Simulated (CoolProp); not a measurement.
Saturation properties of R152A.

Values from CoolProp's reference Helmholtz-energy equation of state, Outcalt 1996. It is a modified Benedict-Webb-Rubin equation, recast in Helmholtz form.

```tsv
T (K)	p (MPa)	vapour density (kg/m³)	enthalpy of vaporisation (kJ/kg)	liquid viscosity (µPa s)
235.8	0.05403	1.873	341.4	?
244.8	0.08333	2.810	333.7	311
253.7	0.1235	4.068	325.8	277
262.6	0.1777	5.733	317.5	?
271.6	0.2496	?	308.7	221
280.5	0.3411	10.69	299.5	199
289.4	0.4563	14.19	289.6	?
298.4	?	18.60	279.1	161
307.3	0.7754	24.03	267.8	145
316.2	0.9856	30.74	255.7	131
325.1	1.236	39.03	242.4	118
334.1	1.535	49.43	227.7	106
343	1.880	62.33	211.5	94.7
```

Question: What belongs in the gaps?

Answer: 
- 235.8, liquid viscosity (µPa s): 352
- 262.6, liquid viscosity (µPa s): 247
- 271.6, vapour density (kg/m³): 7.923
- 289.4, liquid viscosity (µPa s): 179
- 298.4, p (MPa): 0.6008

It boils at 249.1 K under 1 atm.

Viscosity comes from a separate model (Bell 2016), an estimate that may be off by 10 % or more.
